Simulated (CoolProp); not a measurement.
Vapour-liquid equilibrium of n-butane (1) + benzene (2) at 332.7 K; x and y are mole fractions of (1).

Values from CoolProp's multi-fluid Helmholtz-energy mixture model, Bücker 2006 and Thol 2012; pair parameters Bell 2016.

### Question
Give the bubble pressure and the first vapour's composition at x = 0.2, 0.275, 0.425. Is there an azeotrope?

### Answer
x = 0.2: 0.1955 MPa, y = 0.776; x = 0.275: 0.2464 MPa, y = 0.834; x = 0.425: 0.3379 MPa, y = 0.897. No azeotrope shows between x = 0.05 and 0.95.

The pair parameters rest on a limited set of measurements; away from them the model extrapolates.
